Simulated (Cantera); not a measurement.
A closed system holds: 1 mol c-C₄F₈, 0.71 mol CH₄, 5.3 mol H₂, 1.5 mol F₂, equilibrated at 2800 K and 13.3 mbar.

Equilibrium computed with Cantera from the NASA thermochemical tables; the gas is ideal and each condensed phase is pure. Candidate condensed phases: C, C₆H₆, C₇H₈, C₈H₁₈; 95 gas species. The feed counts by its element totals alone. The numbers say what is thermodynamically allowed, not how fast it happens.

Base state: HF 0.818, H 0.129, H₂ 0.0334, F 0.0133, C₃ 0.00237, C₂H₂ (acetylene) 0.00111, CF 0.000985, C₂H 0.000545 (mole fractions); condensed: C(graphite).

Question: What changes in the equilibrium state with this change: c-C₄F₈ replaced by CH₃F?

Answer: 
```
species             before    after
-----------------  -------  -------
H                    0.129    0.381
HF                   0.818    0.313
H₂                  0.0334    0.289
F                   0.0133  0.00173
CF₂                4.10e-5  6.92e-7
C₂H₂ (acetylene)   0.00111  0.00965
C₂H₂ (vinylidene)  2.14e-6  1.85e-5
C(graphite), mol      4.54     1.31
```
